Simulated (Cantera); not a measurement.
A closed system holds: 1 mol Si3N4, 0.001 mol O2, 25 mol H2, equilibrated at 1702 °C and 110 Pa.

Equilibrium computed with Cantera from the NASA thermochemical tables; the gas is ideal and each condensed phase is pure. Candidate condensed phases: H2O, Si, SiO2, Si2N2O, Si3N4; 35 gas species. The tables' values for SiN are old estimates; treat these amounts as uncertain. Gases not in the tables: Si2H6 and higher silanes. Rates play no part.

Base state: H2 0.861, N2 0.0703, H 0.0383, Si 0.0294, SiH 0.000651, Si2 0.000287, Si2N 9.61e-5, SiH2 7.91e-5 (mole fractions); condensed: Si(l).

**Question.** What changes in the equilibrium state with this change: temperature from 1702 °C to 1177 °C?

**Answer.** 
```
species          before     after
-------------  --------  --------
H2                0.861     0.984
N2               0.0703    0.0156
H                0.0383  0.000283
Si               0.0294   2.80e-6
SiO             7.04e-5   7.87e-5
Si2            0.000287   2.47e-9
Si3             6.22e-5     <1e-9
SiN             7.15e-5   1.85e-8
Si2N            9.61e-5   2.62e-8
Si(l), mol         2.11         0
Si(s), mol            0     0.591
Si3N4(s), mol         0     0.802
```
Mutual solubility and eutectic melting of coexisting phases are not modelled.

**Question.** What changes in the equilibrium state with this change: O2 from 0.001 to 0.38 mol?

**Answer.** 
```csv
species,before,after
H2,0.861,0.837
N2,0.0703,0.0684
H,0.0383,0.0377
SiO,7.04e-5,0.0260
Si,0.0294,0.0294
SiH2,7.91e-5,7.70e-5
SiH,0.000651,0.000642
Si2N,9.61e-5,9.48e-5
SiN,7.15e-5,7.05e-5
"Si(l), mol",2.11,1.33
```
